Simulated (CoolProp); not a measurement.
Ammonia at 288.4 K and 5 MPa flows at 11 m/s in a round tube of 20 mm bore and 45 µm roughness, fully developed (64/Re and Nu = 3.66 if laminar; Colebrook and Gnielinski if turbulent). Each further row changes one setting.

Values from CoolProp's reference Helmholtz-energy equation of state, Gao 2020.

```json
[
 {"case": "as stated", "Reynolds number": "918000", "Darcy friction factor": "[?]", "pressure drop (Pa/m)": "45700", "heat-transfer coefficient (W/(m² K))": "84400", "mass flow (kg/h)": "[?]"},
 {"case": "velocity 22 m/s", "Reynolds number": "1840000", "Darcy friction factor": "[?]", "pressure drop (Pa/m)": "182000", "heat-transfer coefficient (W/(m² K))": "168000", "mass flow (kg/h)": "15400"},
 {"case": "diameter 40 mm", "Reynolds number": "1840000", "Darcy friction factor": "0.0204", "pressure drop (Pa/m)": "19100", "heat-transfer coefficient (W/(m² K))": "71400", "mass flow (kg/h)": "30900"}
]
```

### Question
Fill in the missing entries.

### Answer

- as stated, Darcy friction factor: 0.0244
- as stated, mass flow (kg/h): 7720
- velocity 22 m/s, Darcy friction factor: 0.0243

Viscosity comes from a separate model (Fenghour 1995). Thermal conductivity comes from a separate model (Tufeu 1984).
